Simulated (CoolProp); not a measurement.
The fluid at 298.15 K and 2.31 MPa flows at 0.65 m/s in a round tube of 20 mm bore and 45 µm roughness, fully developed (64/Re and Nu = 3.66 if laminar; Colebrook and Gnielinski if turbulent). The same conditions are run with several fluids, on thermodynamics alone (safety and materials aside).

The numbers come from the reference Helmholtz-energy equation of state of each fluid (ammonia: Gao 2020; R124: de Vries 1995; R236EA: Rui 2013; toluene: Lemmon 2006; n-butane: Bücker 2006) in CoolProp.

```
fluid     Reynolds number  Darcy friction factor  pressure drop (Pa/m)  heat-transfer coefficient (W/(m² K))  mass flow (kg/h)
--------  ---------------  ---------------------  --------------------  ------------------------------------  ----------------
ammonia             59100                 0.0267                   170                                  5390               444
R124                68800                 0.0264                   380                                  1520               [?]
R236EA              46800                 0.0272                   [?]                                  1410              1050
toluene             20000                 0.0302                   276                                  1090               [?]
n-butane            46000                 0.0273                   [?]                                   [?]               424
```

**Question.** Complete the blanks.

**Answer.** 
- R124, mass flow (kg/h): 1000
- R236EA, pressure drop (Pa/m): 413
- toluene, mass flow (kg/h): 635
- n-butane, pressure drop (Pa/m): 166
- n-butane, heat-transfer coefficient (W/(m² K)): 1490

Transport values come from each fluid's own correlations; those of R124, R236EA are estimates that may be off by 10 % or more.
